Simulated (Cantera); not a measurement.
Gas-phase reforming

A perfectly stirred reactor is fed with CH₄ : CO₂ : H₂O = 1 : 0.43 : 0.091 (molar parts), at 1.00 bar; it is held at 1600 K, and followed from long to short residence time.

Computed with Cantera and GRI-Mech 3.0 (53 species, 325 reactions). GRI-Mech 3.0 stops at C3 and has no aromatics, soot or wall deposition, so with more carbon than oxygen in the feed, carbon stays in small species such as C2H2 where larger ones or solid carbon would form.

| τ (s) | x CH₄ | x CO₂ | x O | x CH₂O | x CH₃ | x H₂O |
|---|---|---|---|---|---|---|
| 1.2 | 0.0889 | 0.0318 | 6.41e-12 | 4.42e-7 | 0.000134 | 0.128 |
| 0.45 | 0.136 | 0.0554 | 7.23e-12 | 9.19e-7 | 0.000199 | 0.149 |
| 0.17 | 0.215 | 0.102 | 7.39e-12 | 1.80e-6 | 0.000299 | 0.139 |
| 0.067 | 0.323 | 0.166 | 6.98e-12 | 3.15e-6 | 0.000425 | 0.105 |
| 0.026 | 0.440 | 0.224 | 6.78e-12 | 5.08e-6 | 0.000572 | 0.0747 |
| 0.010 | 0.537 | 0.258 | 7.42e-12 | 7.36e-6 | 0.000718 | 0.0621 |
| 0.0039 | 0.602 | 0.274 | 8.09e-12 | 8.91e-6 | 0.000813 | 0.0596 |
| 0.0015 | 0.638 | 0.280 | 7.07e-12 | 8.05e-6 | 0.000785 | 0.0596 |
| 0.00057 | 0.651 | 0.282 | 4.47e-12 | 4.66e-6 | 0.000628 | 0.0598 |
x: mole fraction; the columns are a selection and need not sum to one.
